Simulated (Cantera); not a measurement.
Standard-state values (1 bar) from the NASA 1993 polynomials, evaluated with Cantera. Values are per mole of reaction as written; species without (g) are pure solids or liquids, kept so even where they would boil at 1 bar. TaC: taken at fixed stoichiometry.

Question: Between 300 and 2775 K, where is each reaction favourable under standard conditions?
- 6 HCN(g) + 4 Ta → 4 TaC + C₂H₆(g) + 3 N₂(g)

Answer: 
- 6 HCN(g) + 4 Ta → 4 TaC + C₂H₆(g) + 3 N₂(g): ΔG° is -1349 kJ at 300 K and -348 kJ at 2775 K; it stays negative (K > 1). ΔH° is -1429 kJ and ΔS° -390 J/K at 2775 K.
